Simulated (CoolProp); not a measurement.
Saturation properties of hexamethyldisiloxane (MM).

Computed with CoolProp (reference Helmholtz-energy equation of state, Thol 2016).

| T (°C) | p (bar) | liquid density (kg/m³) | vapour density (kg/m³) | liquid cp (kJ/(kg K)) | surface tension (mN/m) |
|---|---|---|---|---|---|
| 9.45 | 0.02400 | 775.8 | 0.1666 | 1.861 | 16.8 |
| 14.65 | 0.03222 | 770.4 | 0.2198 | 1.873 | 16.3 |
| 19.85 | 0.04270 | 764.9 | 0.2865 | 1.886 | 15.9 |
| 25.05 | 0.05590 | 759.5 | 0.3691 | 1.900 | 15.4 |
| 30.25 | 0.07235 | 753.9 | 0.4703 | 1.913 | 15.0 |
| 35.45 | 0.09264 | 748.4 | 0.5931 | 1.927 | 14.5 |
| 40.65 | 0.1174 | 742.8 | 0.7409 | 1.941 | 14.0 |
| 45.85 | 0.1474 | 737.2 | 0.9172 | 1.955 | 13.6 |
| 51.05 | 0.1834 | 731.6 | 1.126 | 1.970 | 13.1 |
| 56.25 | 0.2262 | 725.9 | 1.371 | 1.984 | 12.7 |
| 61.45 | 0.2767 | 720.1 | 1.657 | 1.999 | 12.3 |
| 66.65 | 0.3360 | 714.3 | 1.989 | 2.014 | 11.8 |
| 71.95 | 0.4065 | 708.3 | 2.380 | 2.029 | 11.4 |

It boils at 100.5 °C under 1 atm.

Surface tension comes from a separate correlation (Mulero 2014), older than this fluid's equation and unchecked against measurements.
